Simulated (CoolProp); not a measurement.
Vapour-liquid equilibrium of R134a (1) + methanol (2) at 0.378 bar; x and y are mole fractions of (1).

Values from CoolProp's multi-fluid Helmholtz-energy mixture model, Tillner-Roth 1994 and de Reuck 1993; pair parameters Bell 2016.

### Question
Give the bubble temperature and the first vapour's composition at x = 0.35, 0.45, 0.55. Is there an azeotrope?

### Answer
x = 0.35: 235.7 K, y = 0.994; x = 0.45: 234.7 K, y = 0.995; x = 0.55: 233.8 K, y = 0.995. No azeotrope shows between x = 0.05 and 0.95.

The pair parameters rest on a limited set of measurements; away from them the model extrapolates. With so large a gap from Raoult's law the liquid may split in two, which this calculation doesn't test in full.
